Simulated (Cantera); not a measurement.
What does this Cantera script print?

```python
import numpy as np
import cantera as ct

gas_names = """
    B BH BH2 BH3 BN B2 H H2 N NH NH2 NH3 N2 N2H2 N2H4
""".split()
cond_names = """
    B(b) B(L) BN(s)
""".split()


# ... load() reads the species with a 1 bar reference pressure and builds the phases ...
atoms = {
    'B2H6': {'B': 2, 'H': 6},
    'NH3': {'N': 1, 'H': 3},
    'H2': {'H': 2},
}
top_T = {'BN(s)': 3200}  # K; cautious upper limits of use, not melting points


# ... equilibrate(T, P, feed) seeds the gas with the atoms and calls Mixture.equilibrate('TP', solver="vcs", rtol=1e-11, max_steps=5000) ...
results = []
feed = {'B2H6': 1, 'NH3': 3.7, 'H2': 0.68}  # mol
T = 2273  # K
P = 100000  # Pa
mix = equilibrate(T, P, feed)
results.append((T, P, feed, dict(zip(mix.species_names, mix.species_moles))))
print(gas.report(threshold=0.0001))
for i in range(1, mix.n_phases):
    print(f"{mix.phase(i).name:16s} {mix.phase_moles(i):12.5e} mol")
```

Output:

```
       temperature   2273 K
          pressure   1e+05 Pa
           density   0.022226 kg/m^3
  mean mol. weight   4.2004 kg/kmol
   phase of matter   gas

                          1 kg             1 kmol
                     ---------------   ---------------
          enthalpy        1.5334e+07        6.4407e+07  J
   internal energy        1.0834e+07        4.5509e+07  J
           entropy             47810        2.0082e+05  J/K
    Gibbs function       -9.3338e+07       -3.9206e+08  J
 heat capacity c_p            8351.7             35080  J/K
 heat capacity c_v            6372.2             26766  J/K

                      mass frac. Y      mole frac. X     chem. pot. / RT
                     ---------------   ---------------   ---------------
               BH2         0.0011486        0.00037615           -25.059
                 H         0.0019203         0.0080021           -9.9964
                H2           0.43553           0.90744           -19.993
                N2           0.56134          0.084166           -29.855
     [  +11 minor]        6.6483e-05        1.9733e-05

B(b)              0.00000e+00 mol
BN(s)             1.99603e+00 mol
```

Cantera equilibrium calculation (NASA polynomials, part measured and part estimated; ideal gas, pure solids and liquids). The feed counts by its element totals alone. The tables' values for BH2 are old estimates; treat these amounts as uncertain. Gases not in the tables: B2H6 and higher boranes.
